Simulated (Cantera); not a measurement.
# Reactions in the system Na-O-S

Standard-state values (1 bar) from the NASA 1993 polynomials, evaluated with Cantera. Values are per mole of reaction as written; species without (g) are pure solids or liquids, kept so even where they would boil at 1 bar.

3 SO2(g) + 6 Na → 2 O3(g) + 3 Na2S

```csv
T (K),ΔH° (kJ),ΔS° (J/K),ΔG° (kJ),log10 K,condensed phases
300,75.9,-285.4,161.5,-28.12,"Na(s), Na2S(s)"
1048,90.0,-282.1,385.6,-19.22,"Na(l), Na2S(s)"
1073,91.8,-280.4,392.7,-19.12,"Na(l), Na2S(s)"
1098,94.0,-278.4,399.7,-19.01,"Na(l), Na2S(s)"
1123,96.9,-275.8,406.6,-18.91,"Na(l), Na2S(s)"
1148,100.5,-272.6,413.4,-18.81,"Na(l), Na2S(s)"
1173,105.0,-268.7,420.2,-18.71,"Na(l), Na2S(s)"
1198,110.6,-264.0,426.9,-18.61,"Na(l), Na2S(s)"
1223,117.2,-258.5,433.4,-18.51,"Na(l), Na2S(s)"
1248,125.1,-252.1,439.8,-18.41,"Na(l), Na2S(s)"
1273,134.3,-244.9,446.0,-18.30,"Na(l), Na2S(s)"
1298,143.5,-237.8,452.1,-18.19,"Na(l), Na2S(s)"
```
